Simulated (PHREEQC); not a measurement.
## Phosphoric acid bath: speciation

Solution (55 °C): 0.022 mol/kgw NaH2PO4, 0.00046 mol/kgw NaOH and 0.014 mol/kgw H3AsO4. Closed to the air; pH follows from the charge balance.

Equilibrium calculation in PHREEQC: ion-association model, wateq4f.dat.

Each row changes one thing in this solution. Precipitation was switched off in this run.

| case | pH | ionic strength (mol/kgw) | H2AsO4- (mol/kgw) | H3AsO4 (mol/kgw) | HAsO4-2 (mol/kgw) |
|---|---|---|---|---|---|
| as made | 2.64 | 0.0251 | 0.00933 | 0.00467 | 5.15e-7 |
| NaH2PO4 left out | 2.27 | 0.00621 | 0.00620 | 0.00779 | 1.19e-7 |
| NaOH from 0.00046 to 9.2e-05 mol/kgw | 2.63 | 0.0248 | 0.00921 | 0.00479 | 4.90e-7 |
| NaOH from 0.00046 to 0.00069 mol/kgw | 2.65 | 0.0253 | 0.00940 | 0.00460 | 5.31e-7 |
| temperature from 55 to 10 °C | 2.50 | 0.0261 | 0.00955 | 0.00445 | 3.05e-7 |
| NaOH replaced by NaHF2 at the same molality | 2.63 | 0.0251 | 0.00928 | 0.00472 | 5.05e-7 |

Species that the database lacks are ignored. H3PO4, which wateq4f.dat lacks, is added to it with the constant of phreeqc.dat. Away from 25 °C the constants follow the database's enthalpies or fits; those with neither stay at their 25 °C values.
